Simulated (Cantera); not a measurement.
Feed: 1 mol SiCl4, 0.88 mol Cl2, 3.2 mol H2, at 800 K and 2400000 Pa.

Cantera equilibrium calculation (NASA polynomials, part measured and part estimated; ideal gas, pure solids and liquids). Candidate condensed phases: Si; 19 gas species. Rates play no part.

Task: What is the equilibrium state?

Result: 
```
Quantity                              Value
--------------------------------  ---------
x(H2)                                 0.456
x(HCl)                                0.347
x(SiCl4)                              0.197
x(SiHCl3)                          0.000234
gas amount                        5.080 mol
log10 activity of Si(s) (absent)     -11.30
```
